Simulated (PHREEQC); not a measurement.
# Brine (model solution)

A solution holds 0.76 mol NaBr, 0.01 mol K2SO4 and 0.75 mol KBr per kg of water, at 25 °C. Closed to the air; pH follows from the charge balance.

Model: Pitzer model, pitzer.dat, run in PHREEQC.

The ionic strength comes out as 1.54 mol/kgw. The activity of water comes out as 0.949, the density comes out as 1.114 g/cm³ and the osmotic coefficient is 0.945.

```tsv
species	molality	activity	log γ
Br-	1.51	0.922	-0.214
K+	0.770	0.473	-0.211
Na+	0.760	0.553	-0.138
SO4-2	0.0100	0.000429	-1.368
OH-	1.31e-7	7.24e-8	-0.258
H+	1.21e-7	1.33e-7	0.041
```

This is a speciation only: nothing precipitates in the calculation.
